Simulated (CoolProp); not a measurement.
A Linde-Hampson liquefier for dry air: isothermal reversible compression at 250 K from 1 atm to 30 MPa, throttling to 1 atm, return gas leaving the recuperator 5 K below the feed. Each further row changes one setting.

Model: reference Helmholtz-energy equation of state, Lemmon 2000, in CoolProp. It is a pseudo-pure fit of the blend.

```tsv
case	liquid yield per pass	compression work (kJ/kg of gas)
as stated	0.153	401
high pressure 60 MPa	0.150	463
warm-end temperature 280 K	0.110	455
warm-end gap 10 K	0.142	401
```
